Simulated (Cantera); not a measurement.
A jet of 7.17 % CH4, 5.63 % O2, 87.2 % N2 at 300 K and 0.0250 bar hits a platinum plate 4.5 cm away at a mass flux of 0.09 kg/m²/s; the plate temperature is set and raised in steps from an oxygen-covered start.

Detailed kinetics in Cantera: Deutschmann's 1995 Pt surface mechanism with GRI-Mech 3.0 gas chemistry. Catalytic surfaces can have several steady states; this one follows from the mechanism file's or the stated starting coverage.

x: mole fraction at the wall; θ: surface coverage.

```json
[
 {"plate T (K)": "950", "wall x CH4": "0.0333", "wall x O2": "0.0102", "wall x H2O": "0.0445", "wall x OH": "<1e-8", "wall x CO": "0.0401", "wall x CO2": "2.45e-5", "θ free Pt": "0.565", "θ H*": "0.00134", "θ CO*": "0.0436", "θ C*": "0.390"},
 {"plate T (K)": "1000", "wall x CH4": "…", "wall x O2": "…", "wall x H2O": "0.0417", "wall x OH": "<1e-8", "wall x CO": "…", "wall x CO2": "…", "θ free Pt": "…", "θ H*": "0.00155", "θ CO*": "…", "θ C*": "…"},
 {"plate T (K)": "1050", "wall x CH4": "0.0189", "wall x O2": "0.00548", "wall x H2O": "0.0390", "wall x OH": "<1e-8", "wall x CO": "0.0547", "wall x CO2": "0.000118", "θ free Pt": "0.851", "θ H*": "0.00159", "θ CO*": "0.0282", "θ C*": "0.119"},
 {"plate T (K)": "1100", "wall x CH4": "0.0164", "wall x O2": "0.00483", "wall x H2O": "0.0376", "wall x OH": "<1e-8", "wall x CO": "0.0571", "wall x CO2": "…", "θ free Pt": "0.936", "θ H*": "…", "θ CO*": "…", "θ C*": "…"},
 {"plate T (K)": "1150", "wall x CH4": "0.0157", "wall x O2": "0.00471", "wall x H2O": "0.0369", "wall x OH": "<1e-8", "wall x CO": "0.0576", "wall x CO2": "0.000499", "θ free Pt": "0.971", "θ H*": "0.00126", "θ CO*": "0.0106", "θ C*": "0.0170"},
 {"plate T (K)": "1200", "wall x CH4": "0.0156", "wall x O2": "0.00477", "wall x H2O": "0.0363", "wall x OH": "2.03e-8", "wall x CO": "0.0574", "wall x CO2": "0.000864", "θ free Pt": "0.986", "θ H*": "0.00109", "θ CO*": "0.00617", "θ C*": "0.00689"},
 {"plate T (K)": "1250", "wall x CH4": "0.0157", "wall x O2": "0.00490", "wall x H2O": "0.0358", "wall x OH": "5.27e-8", "wall x CO": "0.0568", "wall x CO2": "0.00140", "θ free Pt": "0.992", "θ H*": "0.000953", "θ CO*": "0.00367", "θ C*": "0.00298"},
 {"plate T (K)": "1300", "wall x CH4": "0.0159", "wall x O2": "0.00505", "wall x H2O": "0.0351", "wall x OH": "1.25e-7", "wall x CO": "0.0560", "wall x CO2": "0.00215", "θ free Pt": "0.996", "θ H*": "0.000837", "θ CO*": "0.00224", "θ C*": "0.00138"}
]
```

Problem. Some entries are withheld; supply them.

Solution. 
- 1000, wall x CH4: 0.0252
- 1000, wall x O2: 0.00735
- 1000, wall x CO: 0.0484
- 1000, wall x CO2: 4.79e-5
- 1000, θ free Pt: 0.703
- 1000, θ CO*: 0.0359
- 1000, θ C*: 0.259
- 1100, wall x CO2: 0.000262
- 1100, θ H*: 0.00145
- 1100, θ CO*: 0.0181
- 1100, θ C*: 0.0448
